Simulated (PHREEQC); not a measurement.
Solution A (0.087 mol/kgw H2SO4, 0.0003 mol/kgw FeCl3 and 0.0083 mol/kgw KCl) is mixed with solution B (0.0059 mol HF and 0.0048 mol (CH3)4NF per kg of water) at 20 °C; shares are by mass of water, 1 kg in all. O2 is buffered at 0.21 atm. The system is closed to CO2. The run lets Fe(OH)3(a), Sylvite, Jarosite-K precipitate or redissolve, and no other solid.

The numbers come from PHREEQC with the ion-association model, phreeqc.dat.

| share of solution B | pH | HF (mol/kgw) | HSO4- (mol/kgw) | FeSO4+ (mol/kgw) | F- (mol/kgw) | FeHSO4+2 (mol/kgw) |
|---|---|---|---|---|---|---|
| 0 | 1.06 | 0 | 0.0666 | 0.000172 | 0 | 8.96e-5 |
| 0.05 | ? | 0.000492 | 0.0628 | 0.000146 | 5.96e-6 | 7.20e-5 |
| 0.1 | 1.10 | ? | 0.0590 | 0.000121 | 1.24e-5 | 5.66e-5 |
| 0.15 | 1.12 | 0.00148 | 0.0552 | 9.90e-5 | 1.95e-5 | 4.34e-5 |
| 0.2 | 1.15 | 0.00197 | 0.0515 | 7.90e-5 | 2.74e-5 | 3.25e-5 |
| 0.3 | 1.20 | 0.00297 | 0.0440 | 4.70e-5 | 4.59e-5 | 1.68e-5 |
| 0.35 | 1.23 | 0.00348 | 0.0403 | 3.50e-5 | ? | 1.15e-5 |
| 0.4 | 1.26 | 0.00399 | 0.0366 | 2.53e-5 | 6.98e-5 | 7.65e-6 |
| 0.45 | 1.29 | ? | 0.0329 | 1.78e-5 | 8.47e-5 | 4.90e-6 |
| 0.5 | 1.33 | 0.00502 | 0.0293 | 1.21e-5 | 0.000102 | 3.01e-6 |
| 0.55 | 1.37 | 0.00554 | 0.0257 | 7.96e-6 | 0.000123 | 1.76e-6 |
| 0.6 | 1.42 | 0.00606 | 0.0222 | 4.98e-6 | 0.000148 | 9.67e-7 |
| 0.65 | 1.47 | ? | 0.0187 | 2.94e-6 | 0.000180 | 4.93e-7 |
| 0.7 | 1.54 | ? | 0.0153 | 1.61e-6 | 0.000222 | 2.27e-7 |
| 0.8 | 1.71 | 0.00805 | 0.00882 | 3.28e-7 | 0.000362 | 2.94e-8 |
| 0.85 | 1.83 | 0.00846 | 0.00582 | 1.04e-7 | 0.000498 | 6.73e-9 |
| 0.9 | 2.02 | 0.00874 | 0.00311 | 1.98e-8 | 0.000770 | 7.86e-10 |
| 0.95 | 2.36 | 0.00845 | 0.000937 | 9.92e-10 | 0.00158 | 1.67e-11 |
| 1 | 3.14 | 0.00502 | 0 | 0 | 0.00548 | 0 |

Task: Fill in the missing entries.

Result: 
- 0.05, pH: 1.08
- 0.1, HF (mol/kgw): 0.000983
- 0.35, F- (mol/kgw): 5.71e-5
- 0.45, HF (mol/kgw): 0.00450
- 0.65, HF (mol/kgw): 0.00657
- 0.7, HF (mol/kgw): 0.00708

Complexes and solids missing from the database can't appear. (CH3)4N+ isn't in the database: it is added as a free cation with an ion size of 4 Å. Fluoro complexes past AlF4- and FeF3 are missing from the database.
